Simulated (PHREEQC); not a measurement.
30 mol of Mirabilite (Na2SO4:10H2O) is brought to equilibrium with 1 kg of water, at 25 °C and several pressures. No CO2 enters from the air. Solids allowed: Mirabilite, Thenardite. Others were left out.

All values are PHREEQC results (Pitzer model, pitzer.dat), not measurements.

```csv
P (atm),dissolved Na (mol/kgw),dissolved S (mol/kgw)
1,3.90,1.95
50,3.91,1.95
100,3.91,1.95
200,3.90,1.95
300,3.87,1.94
400,3.84,1.92
500,3.80,1.90
600,3.75,1.88
800,3.65,1.83
1000,3.56,1.78
```
